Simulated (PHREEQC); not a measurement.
Ca(OH)2 is added in steps, without added water, to 1 kg of water holding 0.004 mol/kgw (NH4)2HPO4, at 20 °C. Oxygen is held at 0.21 atm. CO2 from the air is kept out. The run lets Hydroxyapatite precipitate or redissolve, and no other solid.

Base run: PHREEQC, ion-association model, phreeqc.dat. Each further column changes one thing. The table gives pH.

| Ca(OH)2 added (mol) | base | temperature from 20 to 45 °C | temperature from 20 to 40 °C | no solid may form |
|---|---|---|---|---|
| 0 | 8.10 | 7.70 | 7.78 | 8.10 |
| 0.00074 | 8.60 | 7.98 | 8.09 | 8.73 |
| 0.00148 | 8.91 | 8.23 | 8.35 | [?] |
| 0.00222 | 9.14 | 8.44 | 8.57 | [?] |
| 0.00296 | 9.34 | 8.62 | 8.76 | [?] |
| 0.0037 | 9.53 | 8.80 | 8.94 | [?] |
| 0.00444 | 9.72 | 9.00 | 9.13 | 9.83 |
| 0.00518 | 9.95 | 9.22 | 9.36 | [?] |
| 0.00592 | 10.25 | 9.52 | 9.65 | 10.68 |
| 0.00666 | 10.72 | 9.97 | 10.11 | [?] |
| 0.0074 | 11.33 | 10.57 | 10.70 | [?] |

Complete the blanks.


- 0.00148, no solid may form: 9.04
- 0.00222, no solid may form: 9.25
- 0.00296, no solid may form: 9.44
- 0.0037, no solid may form: 9.62
- 0.00518, no solid may form: 10.13
- 0.00666, no solid may form: 11.27
- 0.0074, no solid may form: 11.56

 Away from 25 °C the constants follow the database's enthalpies or fits; those with neither stay at their 25 °C values. In at least one series the solution becomes supersaturated in solids that the run did not let form, among them Hydroxyapatite.
